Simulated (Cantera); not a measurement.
Thermodynamics of carbothermic reduction, feed Cu2O + C + CO

Input: 1 mol Cu2O, a varied amount of C, 0.083 mol CO, held at 10.0 Torr.

These are equilibrium values from Cantera (NASA tables, ideal gas, pure condensed phases), not measurements of a reactor. Candidate condensed phases: C, Cu, CuO, Cu2O; 15 gas species. Each liquid is taken as pure. Mutual solubility and eutectic melting of coexisting phases are not modelled. Kinetics and transport are ignored.

Stable condensed phases:

```
T in °C \ n(C) in mol
         0.44 0.68    1  1.6  2.5  3.9    6
   1925     A    A    A    B    B    B    B
   1875     A    A    A    B    B    B    B
   1825     A    A    A    B    B    B    B
   1775     C    C    C    D    D    D    D
   1725     C    C    C    D    D    D    D
   1675     C    C    C    D    D    D    D
   1625     C    C    C    D    D    D    D
   1575     C    C    C    D    D    D    D
   1525     C    C    C    D    D    D    D
   1475     C    C    C    D    D    D    D
   1425     C    C    C    D    D    D    D
   1375     C    C    C    D    D    D    D
   1325     E    C    C    D    D    D    D
   1275     E    C    C    D    D    D    D
```

A: gas only; B: C; C: Cu; D: C + Cu; E: Cu + Cu2O.
